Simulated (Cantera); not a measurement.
Thermodynamics of hydrogen reduction and annealing atmospheres, feed SiO2 + H2 + H2O

Charge: 1 mol SiO2, 13 mol H2, 0.52 mol H2O, at 28.0 Pa.

Method: chemical equilibrium by Gibbs-energy minimisation in Cantera with the NASA 1993 tables (ideal gas, pure condensed phases). Candidate condensed phases: H2O, Si, SiO2; 18 gas species. The tables hold silica as quartz up to 1696 K and as liquid above; real silica turns to tridymite and cristobalite and melts near 1996 K. The numbers say what is thermodynamically allowed, not how fast it happens.

From 925 K to 1575 K the condensed part is SiO2(β-quartz).

```
T (K)   x H2   x H2O       x H     x SiO      x OH    x SiO2  n SiO2(β-quartz)
-----  -----  ------  --------  --------  --------  --------  ----------------
925    0.962  0.0385   1.53e-8    <1e-12    <1e-12    <1e-12              1.00
975    0.962  0.0385   6.70e-8    <1e-12  4.87e-12    <1e-12              1.00
1025   0.962  0.0385   2.55e-7    <1e-12  2.73e-11    <1e-12              1.00
1075   0.962  0.0385   8.60e-7  4.62e-12  1.30e-10    <1e-12              1.00
1125   0.962  0.0385   2.60e-6  7.11e-11  5.43e-10    <1e-12              1.00
1175   0.962  0.0385   7.18e-6  8.64e-10   2.00e-9    <1e-12              1.00
1225   0.962  0.0385   1.83e-5   8.51e-9   6.65e-9    <1e-12              1.00
1275   0.961  0.0385   4.32e-5   6.98e-8   2.01e-8  1.73e-12             1.000
1325   0.961  0.0385   9.58e-5   4.87e-7   5.59e-8  1.43e-11             1.000
1375   0.961  0.0385  0.000201   2.93e-6   1.45e-7  1.02e-10             1.000
1425   0.961  0.0385  0.000400   1.55e-5   3.50e-7  6.27e-10             1.000
1475   0.961  0.0385  0.000760   7.32e-5   7.98e-7   3.41e-9             0.999
1525   0.960  0.0387   0.00138  0.000309   1.73e-6   1.66e-8             0.996
1575   0.957  0.0395   0.00243   0.00117   3.65e-6   7.28e-8             0.984
```
x: gas mole fraction; n: condensed amount in mol.
